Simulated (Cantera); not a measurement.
Input: 1 mol B, 0.066 mol H₂O, 4.8 mol N₂, held at 30.0 Pa.

Equilibrium computed with Cantera from the NASA thermochemical tables; the gas is ideal and each condensed phase is pure. Candidate condensed phases: B, BN, B₂O₃, B₃O₃H₃, H₂O; 39 gas species. N₂ is the only nitrogen source here; it is nearly inert below about 1500 K, so the nitride shown seldom forms there in practice. The numbers say what is thermodynamically allowed, not how fast it happens.

**Question.** At 1425 K, list the 4 most abundant gas species with their mole fractions, and the condensed phases.

**Answer.** N₂ 0.980, H₂ 0.0141, B₂O₃ 0.00391, HBO₂ 0.000803. Condensed: BN(s).
